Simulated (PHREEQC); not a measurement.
Dissolve 0.03 mmol/kgw PbCl2 and 0.066 mmol/kgw HNO3 at 85 °C. Closed to the air; pH follows from the charge balance.

Computed with PHREEQC (ion-association model, phreeqc.dat).

This is a speciation only: nothing precipitates in the calculation.

Task: Predict the pH.

Result: pH 4.19.

Constants without temperature data keep their 25 °C values here.
